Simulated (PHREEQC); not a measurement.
PHREEQC input (ion-association model, wateq4f.dat):

```
SOLUTION_MASTER_SPECIES
  An  An-  0  An  62.0  # stands for a non-complexing anion
SOLUTION_SPECIES
  An- = An-
    -log_k 0
    -gamma 3.0 0
PHASES
  Fix_H+
    H+ = H+
    -log_k 0
SOLUTION 1
  temp 25
  units mmol/kgw
  pH 7 charge
  As(3) 0.033
  Na 300.033
  B 0.0017
  An 300
END
SELECTED_OUTPUT 1
  -reset false
  -pH true
  -pe true
  -ionic_strength true
  -water true
  -totals As B Na As(3) As(5)
  -molalities Hfo_wOH Hfo_wOH2+ Hfo_wO- Hfo_sOH Hfo_sOH2+ Hfo_sO- Hfo_wH2BO3 Hfo_wH2AsO3
  -saturation_indices Arsenolite
USER_PUNCH 1
  -headings sigma psi
  10 PUNCH EDL("sigma", "Hfo"), EDL("psi", "Hfo")
PRINT
  -reset false
USE solution 1
SURFACE 1
  Hfo_wOH 0.000292135 600 0.13
  Hfo_sOH 7.30337e-06
EQUILIBRIUM_PHASES 1
  Fix_H+ -4 HAn 10
    -force_equality true
END
# ... the last block is repeated for the other 12 points of pH, with NaOH or the acid as the point needs
```

Selected output (columns that matter, 13 of 13 rows; pH added in front):

```
pH	mu	As	B	Na	m_Hfo_wOH	m_Hfo_wOH2+	m_Hfo_wO-	m_Hfo_sOH	m_Hfo_sOH2+	m_Hfo_sO-	m_Hfo_wH2BO3	si_Arsenolite	sigma	psi
4	0.30029	7.0484e-06	1.6999e-06	0.30003	1.3232e-05	0.00025294	1.5858e-08	3.6305e-07	6.9399e-06	4.351e-10	1.0152e-10	-8.8505	0.32147	0.11882
4.5	0.30019	3.3482e-06	1.6998e-06	0.30003	3.1826e-05	0.00023056	1.0064e-07	8.8553e-07	6.415e-06	2.8003e-09	2.4413e-10	-9.497	0.29303	0.11417
5	0.30015	1.7737e-06	1.6995e-06	0.30003	6.3274e-05	0.00019717	4.6518e-07	1.7712e-06	5.5192e-06	1.3021e-08	4.8527e-10	-10.049	0.25015	0.10627
5.5	0.30012	1.1272e-06	1.6992e-06	0.30003	0.00010165	0.0001571	1.5067e-06	2.8525e-06	4.4086e-06	4.2281e-08	7.7928e-10	-10.443	0.19789	0.094704
6	0.30009	8.4003e-07	1.6989e-06	0.30003	0.00013772	0.00011859	3.6642e-06	3.869e-06	3.3314e-06	1.0294e-07	1.055e-09	-10.699	0.14616	0.080155
6.5	0.30007	7.0203e-07	1.6987e-06	0.30003	0.00016587	8.6693e-05	7.2705e-06	4.6623e-06	2.4367e-06	2.0436e-07	1.2678e-09	-10.857	0.10101	0.063403
7	0.30006	6.3618e-07	1.6986e-06	0.30003	0.00018471	6.2572e-05	1.2491e-05	5.193e-06	1.7592e-06	3.5118e-07	1.4024e-09	-10.948	0.063696	0.044965
7.5	0.30005	6.1551e-07	1.6985e-06	0.30003	0.00019526	4.514e-05	1.9349e-05	5.4901e-06	1.2692e-06	5.4405e-07	1.4526e-09	-10.996	0.032801	0.025204
8	0.30003	6.4382e-07	1.6986e-06	0.30003	0.00019928	3.2505e-05	2.7989e-05	5.6026e-06	9.1385e-07	7.8688e-07	1.3937e-09	-11.015	0.0057426	0.0045856
8.5	0.30002	7.7665e-07	1.6988e-06	0.30003	0.00019786	2.2925e-05	3.9123e-05	5.5599e-06	6.4417e-07	1.0993e-06	1.1634e-09	-11.012	-0.020604	-0.016205
9	0.30004	1.2181e-06	1.6993e-06	0.30006	0.00019073	1.5358e-05	5.4263e-05	5.3504e-06	4.3082e-07	1.5222e-06	7.4589e-10	-10.992	-0.049484	-0.036435
9.5	0.30008	2.6355e-06	1.6997e-06	0.30012	0.00017681	9.4892e-06	7.5471e-05	4.933e-06	2.6475e-07	2.1056e-06	3.3579e-10	-10.966	-0.083911	-0.05559
10	0.3002	6.843e-06	1.6999e-06	0.30026	0.0001558	5.3021e-06	0.00010488	4.278e-06	1.4559e-07	2.8798e-06	1.1265e-10	-10.986	-0.12658	-0.073465
```

Species that the database lacks are ignored.
